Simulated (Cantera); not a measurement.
An adiabatic, constant-pressure homogeneous reactor starts with CH3OH : O2 : N2 = 1 : 0.938 : 3.52 (molar parts), equivalence ratio 1.6, at 1648 K and 1.01 bar. Integrator tolerance rtol = 1e-08.

Cantera simulation using GRI-Mech 3.0 (53 species, 325 reactions); the numbers are that mechanism's predictions, not measurements. GRI-Mech 3.0 was tuned for natural gas; its chemistry of methanol as a main component is partial and can be far from experiment.

```csv
quantity,before,after
time of steepest temperature rise,56.6 µs,33.3 ms
temperature at 0.400 s,2748 K,2478 K
equilibrium temperature,2748 K,2478 K
x(CH3OH) at 0.400 s,<1e-12 (gas-phase equilibrium <1e-12),<1e-12 (gas-phase equilibrium <1e-12)
x(O2) at 0.400 s,0.00269 (gas-phase equilibrium 0.00269),0.000292 (gas-phase equilibrium 0.000292)
x(HCN) at 0.400 s,1.47e-8 (gas-phase equilibrium 1.47e-8),1.30e-8 (gas-phase equilibrium 1.30e-8)
x(H2O2) at 0.400 s,1.26e-7 (gas-phase equilibrium 1.26e-7),2.64e-8 (gas-phase equilibrium 2.64e-8)
x(CO) at 0.400 s,0.105 (gas-phase equilibrium 0.105),0.100 (gas-phase equilibrium 0.100)
x(C2H) at 0.400 s,<1e-12 (gas-phase equilibrium <1e-12),<1e-12 (gas-phase equilibrium <1e-12)
x(O) at 0.400 s,0.00228 (gas-phase equilibrium 0.00228),0.000222 (gas-phase equilibrium 0.000222)
```

Q: Which change was made?
A. pressure from 1.01 bar to 12.0 bar
B. initial temperature 1648 to 998 K
C. constant volume in place of constant pressure
D. initial temperature 1648 to 1123 K

A: D, initial temperature 1648 to 1123 K
